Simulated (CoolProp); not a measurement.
Computed with CoolProp (reference Helmholtz-energy equation of state, Lemmon 2006). It is a short technical equation, of lower accuracy than the large ones.

Task: Give the vapour pressure (bar), liquid density (kg/m³), enthalpy of vaporisation (kJ/kg), liquid cp (kJ/(kg K)) of saturated acetone at 33.95 °C.

Result: 
```csv
T (°C),p (bar),liquid density (kg/m³),enthalpy of vaporisation (kJ/kg),liquid cp (kJ/(kg K))
33.95,0.446,775,525,2.17
```
